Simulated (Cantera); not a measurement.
Cantera run:

```python
import numpy as np
import cantera as ct

gas_names = """
    H HO2 H2 H2O H2O2 H2S H2SO4 Mg MgH MgO MgOH MgO2H2 MgS Mg2 O OH O2 O3 S SH SO SO2 SO3 S2 S2O S8
""".split()
cond_names = """
    H2O(s) H2O(L) H2SO4(L) Mg(cr) Mg(L) MgO(s) MgO(L) MgO2H2(s) MgS(s) MgSO4(s) MgSO4(L) S(cr1) S(cr2)
    S(L)
""".split()


def load(file, names, dense=False):
    # The tables refer to 1 bar. Condensed volumes are neglected.
    table = {s.name: s for s in ct.Species.list_from_file(file)}
    out = []
    for n in names:
        d = dict(table[n].input_data)
        d["thermo"] = dict(d["thermo"], **{"reference-pressure": 1e5})
        if dense:
            d["equation-of-state"] = {"model": "constant-volume", "density": "1e6 g/cm^3"}
        out.append(ct.Species.from_dict(d))
    return out


gas = ct.Solution(thermo="ideal-gas", species=load("nasa_gas.yaml", gas_names))
cond = {s.name: ct.Solution(thermo="fixed-stoichiometry", species=[s], name=s.name)
        for s in load("nasa_condensed.yaml", cond_names, dense=True)}
atoms = {
    'MgO': {'Mg': 1, 'O': 1},
    'SO3': {'S': 1, 'O': 3},
    'H2O': {'H': 2, 'O': 1},
}
top_T = {'MgS(s)': 2250}  # K; cautious upper limits of use, not melting points


def equilibrate(T, P, feed):
    n = {}
    for name, mol in feed.items():
        for a, k in atoms[name].items():
            n[a] = n.get(a, 0.0) + k * mol
    gas.TPX = T, P, n
    mass = sum(n.values()) * gas.mean_molecular_weight
    gas.equilibrate("TP")
    valid = [c for c in cond.values() if c.min_temp <= T <= top_T.get(c.name, c.max_temp)]
    mix = ct.Mixture([(gas, mass / gas.mean_molecular_weight)] + [(c, 0.0) for c in valid])
    mix.T, mix.P = T, P
    mix.equilibrate("TP", solver="vcs", rtol=1e-11, max_steps=5000)
    return mix


results = []
feed = {'MgO': 1, 'SO3': 0.075, 'H2O': 5.7}  # mol
T = 1173.15  # K
P = 3000  # Pa
mix = equilibrate(T, P, feed)
results.append((T, P, feed, dict(zip(mix.species_names, mix.species_moles))))
print(gas.report(threshold=0.001))
for i in range(1, mix.n_phases):
    print(f"{mix.phase(i).name:16s} {mix.phase_moles(i):12.5e} mol")
```

It prints:

```
       temperature   1173.2 K
          pressure   3000 Pa
           density   0.0057514 kg/m^3
  mean mol. weight   18.7 kg/kmol
   phase of matter   gas

                          1 kg             1 kmol
                     ---------------   ---------------
          enthalpy       -1.1097e+07       -2.0752e+08  J
   internal energy       -1.1619e+07       -2.1727e+08  J
           entropy             14471         2.706e+05  J/K
    Gibbs function       -2.8074e+07       -5.2497e+08  J
 heat capacity c_p            2337.3             43708  J/K
 heat capacity c_v            1892.7             35393  J/K

                      mass frac. Y      mole frac. X     chem. pot. / RT
                     ---------------   ---------------   ---------------
               H2O           0.94475           0.98067           -53.705
                O2          0.010989         0.0064218           -35.574
               SO2          0.044006          0.012846           -71.617
     [  +23 minor]        0.00025108        6.4254e-05

Mg(L)             0.00000e+00 mol
MgO(s)            1.00000e+00 mol
MgS(s)            0.00000e+00 mol
MgSO4(s)          0.00000e+00 mol
S(L)              0.00000e+00 mol
```

Method: chemical equilibrium by Gibbs-energy minimisation in Cantera with the NASA 1993 tables (ideal gas, pure condensed phases).
